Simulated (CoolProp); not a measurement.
Saturated liquid density (kg/m³) of hydrogen chloride: the reference equation beside estimates from Tc = 51.5 °C, pc = 8.314 MPa, ω = 0.130. Rackett uses Z = 0.29056 − 0.08775 ω.

The numbers come from the reference Helmholtz-energy equation of state, Thol 2018 in CoolProp.

```json
[
 {"T (°C)": "-96.45", "reference": "1213", "Rackett": "1115", "van der Waals": "717.4", "Redlich-Kwong": "1062"},
 {"T (°C)": "-88.25", "reference": "1193", "Rackett": "1096", "van der Waals": "706.2", "Redlich-Kwong": "1043"},
 {"T (°C)": "-80.05", "reference": "1173", "Rackett": "1078", "van der Waals": "694.6", "Redlich-Kwong": "1023"},
 {"T (°C)": "-71.75", "reference": "1152", "Rackett": "1058", "van der Waals": "682.4", "Redlich-Kwong": "1002"},
 {"T (°C)": "-63.55", "reference": "1130", "Rackett": "1039", "van der Waals": "669.9", "Redlich-Kwong": "980.2"},
 {"T (°C)": "-55.35", "reference": "1108", "Rackett": "1018", "van der Waals": "656.8", "Redlich-Kwong": "957.2"},
 {"T (°C)": "-47.05", "reference": "1085", "Rackett": "996.8", "van der Waals": "642.9", "Redlich-Kwong": "932.7"},
 {"T (°C)": "-38.85", "reference": "1061", "Rackett": "974.9", "van der Waals": "628.6", "Redlich-Kwong": "907.2"},
 {"T (°C)": "-30.65", "reference": "1035", "Rackett": "952.0", "van der Waals": "613.5", "Redlich-Kwong": "880.2"},
 {"T (°C)": "-22.35", "reference": "1009", "Rackett": "927.7", "van der Waals": "597.3", "Redlich-Kwong": "851.2"},
 {"T (°C)": "-14.15", "reference": "980.8", "Rackett": "902.5", "van der Waals": "580.3", "Redlich-Kwong": "820.6"},
 {"T (°C)": "-5.95", "reference": "950.9", "Rackett": "875.6", "van der Waals": "562.1", "Redlich-Kwong": "787.9"},
 {"T (°C)": "2.35", "reference": "918.2", "Rackett": "846.4", "van der Waals": "542.3", "Redlich-Kwong": "752.1"},
 {"T (°C)": "10.55", "reference": "882.9", "Rackett": "815.0", "van der Waals": "520.9", "Redlich-Kwong": "713.7"}
]
```

Absolute difference from the reference over all 14 rows, mean and median: Rackett 8.0 and 8.1 %, van der Waals 40.8 and 40.8 %, Redlich-Kwong 14.8 and 14.3 %.
